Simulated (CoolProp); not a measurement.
R407C at 293.15 K and 0.738 MPa is compressed adiabatically to 4.99 MPa with isentropic efficiency 0.7. Each further row changes one setting.

The numbers come from the reference Helmholtz-energy equation of state, Lemmon 2003 in CoolProp. It is a pseudo-pure fit of the blend.

```
case             work (kJ/kg)  final temperature (K)  final density (kg/m³)
---------------  ------------  ---------------------  ---------------------
as stated                 ___                  403.3                    183
efficiency 1             47.2                    ___                    ___
efficiency 0.65          72.7                  406.9                    178
```

Problem. Complete the blanks.

Solution. 
- as stated, work (kJ/kg): 67.5
- efficiency 1, final temperature (K): 390.2
- efficiency 1, final density (kg/m³): 206
